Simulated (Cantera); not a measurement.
Equilibrium for aluminium nitride and oxide growth: Al(CH₃)₃ + O₂ + H₂ + N₂

Input: 1 mol Al(CH₃)₃, 1.7 mol O₂, 3.8 mol H₂, 71 mol N₂, at 1798 K and 0.0230 bar.

These are equilibrium values from Cantera (NASA tables, ideal gas, pure condensed phases), not measurements of a reactor. Candidate condensed phases: Al, AlN, Al₂O₃, C, C₆H₆, C₇H₈, C₈H₁₈, H₂O; 148 gas species. The feed counts by its element totals alone. Mutual solubility and eutectic melting of coexisting phases are not modelled. Kinetics and transport are ignored.

The x(N₂) is 0.862 and the x(H₂) is 0.101. The x(CO) is 0.0366 and the x(H) is 0.000737. The x(Al) is 8.86e-5 and the x(Al₂O) is 2.04e-5. The x(HCN) is 1.92e-5 and the x(H₂O) is 2.28e-6. The x(AlH) is 1.95e-6. The n(AlN(s)) is 0.723 mol and the n(Al₂O₃(s)) is 0.133 mol. The gas amount is 81.98 mol, the log10 activity of C(graphite) (absent) is -1.97 and the log10 activity of Al(l) (absent) is -2.58.
